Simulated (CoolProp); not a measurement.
Values from CoolProp's reference Helmholtz-energy equation of state, Zhou 2011.

Problem. For dimethyl carbonate, give the phase and the density (kg/m³), cp (kJ/(kg K)), cv (kJ/(kg K)), expansivity (1/kK) at 157.55 °C and 0.861 MPa; 205.85 °C and 0.861 MPa; 230.05 °C and 0.861 MPa.

Solution. 
- 157.55 °C and 0.861 MPa: liquid; density 871, cp 2.16, cv 1.57, expansivity 1.95
- 205.85 °C and 0.861 MPa: gas; density 21.8, cp 1.72, cv 1.56, expansivity 3.01
- 230.05 °C and 0.861 MPa: gas; density 20.4, cp 1.75, cv 1.61, expansivity 2.69
